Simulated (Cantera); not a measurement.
Input: 1 mol PbI2, 0.17 mol N2, at 1125 °C and 2.50 Pa.

These are equilibrium values from Cantera (NASA tables, ideal gas, pure condensed phases), not measurements of a reactor. Candidate condensed phases: I2, Pb, PbI2; 9 gas species. Rates play no part.

Base state: I 0.628, Pb 0.311, N2 0.0540, PbI 0.00648, PbI2 6.83e-5, I2 1.62e-5 (mole fractions); condensed: gas only.

**Question.** What changes in the equilibrium state with this change: temperature from 1125 °C to 775 °C?

**Answer.** 
```csv
species,before,after
PbI2,6.83e-5,0.391
I,0.628,0.272
PbI,0.00648,0.163
Pb,0.311,0.0616
N2,0.0540,0.106
PbI4,<1e-9,0.00683
I2,1.62e-5,0.000257
```
The tables' values for PbI4 are old estimates; treat these amounts as uncertain.
